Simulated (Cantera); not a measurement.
A diamond (100) surface in a fixed gas of H2 with x(CH4) = 0.016, x(CH3) = 2.7e-05, at 1098 K, 0.260 bar; coverages are run to steady state.

Computed with Cantera and the Harris–Goodwin 1993 mechanism for the reconstructed diamond (100) surface.

One state of this run: growth (µm/h) = 5.36; θ c6HH = 0.513; θ c6H* = 0.0282; θ c6*H = 0.439; θ c6** = 0.0182; θ c6HM = 0.000969. θ: site fractions in the mechanism's names (c6HH fully hydrogenated, c6H* and c6*H radical sites, c6** diradical, c6HM methylated).

Which value of x(H) does it belong to?
(A) 0.001
(B) 0.0022
(C) 0.01
(D) 0.00022

C, 0.01
